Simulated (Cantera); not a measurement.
A closed system holds: 1 mol Si(CH₃)₄, 1.5 mol H₂, at 1625 K.

Method: chemical equilibrium by Gibbs-energy minimisation in Cantera with the NASA 1993 tables (ideal gas, pure condensed phases). Candidate condensed phases: C, C₆H₆, C₇H₈, C₈H₁₈, Si, SiC; 87 gas species. Equilibrium is a limit: real reactors are often held back by kinetics, nucleation or transport.

Problem. At 100000 Pa, list the 4 most abundant gas species with their mole fractions, and the condensed phases.

Solution. H₂ 0.998, CH₄ 0.00147, H 7.05e-5, C₂H₂ (acetylene) 3.55e-5. Condensed: C(graphite) + SiC(s).
